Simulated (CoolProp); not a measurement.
Vapour-liquid equilibrium of propane (1) + R134a (2) at 280.7 K; x and y are mole fractions of (1).

Values from CoolProp's multi-fluid Helmholtz-energy mixture model, Lemmon 2009 and Tillner-Roth 1994; pair parameters Bell 2016.

| x | bubble pressure, mixture model (bar) | bubble pressure, Raoult's law (bar) | y, mixture model | y, Raoult's law |
|---|---|---|---|---|
| 0.05 | 4.786 | 3.923 | 0.219 | 0.076 |
| 0.125 | 5.794 | 4.082 | 0.379 | 0.182 |
| 0.2 | ___ | 4.241 | 0.462 | 0.280 |
| 0.275 | 6.818 | 4.400 | ___ | 0.371 |
| 0.35 | 7.061 | 4.559 | 0.546 | 0.456 |
| 0.425 | 7.214 | 4.718 | ___ | 0.535 |
| 0.5 | 7.310 | 4.877 | ___ | 0.609 |
| 0.575 | 7.365 | 5.035 | ___ | 0.678 |
| 0.65 | 7.380 | 5.194 | 0.642 | 0.743 |
| 0.725 | 7.342 | 5.353 | 0.674 | 0.804 |
| 0.8 | 7.218 | 5.512 | ___ | 0.861 |
| 0.875 | 6.955 | 5.671 | 0.782 | 0.916 |
| 0.95 | ___ | 5.830 | 0.887 | 0.967 |

Task: Fill in the missing entries.

Result: 
- 0.2, bubble pressure, mixture model (bar): 6.426
- 0.275, y, mixture model: 0.512
- 0.425, y, mixture model: 0.572
- 0.5, y, mixture model: 0.594
- 0.575, y, mixture model: 0.617
- 0.8, y, mixture model: 0.718
- 0.95, bubble pressure, mixture model (bar): 6.461

The largest gap from Raoult's law is +55.0 % in bubble pressure, at x = 0.275. y crosses x between x = 0.575 and 0.65: the model has an azeotrope there.

The pair parameters rest on a limited set of measurements; away from them the model extrapolates. With so large a gap from Raoult's law the liquid may split in two, which this calculation doesn't test in full.
